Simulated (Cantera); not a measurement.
## Fe(CO)5 + H2 + N2 (iron carbonyl, mercury and lead vapours)

Feed: 1 mol Fe(CO)5, 2.1 mol H2, 60 mol N2, equilibrated at 0.728 Torr.

Cantera equilibrium calculation (NASA polynomials, part measured and part estimated; ideal gas, pure solids and liquids). Candidate condensed phases: C, C6H6, C7H8, C8H18, Fe, Fe(CO)5, FeO, Fe(OH)2, Fe(OH)3, Fe2O3, Fe3O4, H2O; 140 gas species. Condensed phases not in the tables: cementite and carbon dissolved in iron. Equilibrium is a limit: real reactors are often held back by kinetics, nucleation or transport.

```json
[
 {"T (K)": "775", "x N2": "0.895", "x CO": "0.0722", "x H2": "0.0312", "x CO2": "0.00115", "x H2O": "9.88e-5", "x Fe": "<1e-12", "x H": "5.63e-12", "n C(graphite)": "0.0837", "n Fe(α)": "1.00", "n Fe(γ)": "0"},
 {"T (K)": "875", "x N2": "0.894", "x CO": "0.0744", "x H2": "0.0313", "x CO2": "5.77e-5", "x H2O": "9.20e-6", "x Fe": "<1e-12", "x H": "2.85e-10", "n C(graphite)": "0.00446", "n Fe(α)": "1.00", "n Fe(γ)": "0"},
 {"T (K)": "975", "x N2": "0.894", "x CO": "0.0745", "x H2": "0.0313", "x CO2": "5.17e-6", "x H2O": "1.36e-6", "x Fe": "4.35e-12", "x H": "6.50e-9", "n C(graphite)": "0", "n Fe(α)": "1.00", "n Fe(γ)": "0"},
 {"T (K)": "1075", "x N2": "0.894", "x CO": "0.0745", "x H2": "0.0313", "x CO2": "1.19e-6", "x H2O": "4.66e-7", "x Fe": "4.65e-10", "x H": "8.34e-8", "n C(graphite)": "0", "n Fe(α)": "1.00", "n Fe(γ)": "0"},
 {"T (K)": "1175", "x N2": "0.894", "x CO": "0.0745", "x H2": "0.0313", "x CO2": "9.47e-7", "x H2O": "5.09e-7", "x Fe": "2.17e-8", "x H": "6.96e-7", "n C(graphite)": "0", "n Fe(α)": "1.000", "n Fe(γ)": "0"},
 {"T (K)": "1275", "x N2": "0.894", "x CO": "0.0745", "x H2": "0.0313", "x CO2": "7.81e-7", "x H2O": "5.46e-7", "x Fe": "5.44e-7", "x H": "4.19e-6", "n C(graphite)": "0", "n Fe(α)": "0", "n Fe(γ)": "1.000"},
 {"T (K)": "1375", "x N2": "0.894", "x CO": "0.0745", "x H2": "0.0313", "x CO2": "6.62e-7", "x H2O": "5.74e-7", "x Fe": "8.47e-6", "x H": "1.95e-5", "n C(graphite)": "0", "n Fe(α)": "0", "n Fe(γ)": "0.999"},
 {"T (K)": "1475", "x N2": "0.894", "x CO": "0.0745", "x H2": "0.0313", "x CO2": "5.73e-7", "x H2O": "5.97e-7", "x Fe": "9.01e-5", "x H": "7.36e-5", "n C(graphite)": "0", "n Fe(α)": "0", "n Fe(γ)": "0.994"}
]
```
x: gas mole fraction; n: condensed amount in mol.

From 775 K to 875 K the condensed part is C(graphite) + Fe(α). From 975 K to 1175 K the condensed part is Fe(α). From 1275 K to 1475 K the condensed part is Fe(γ).
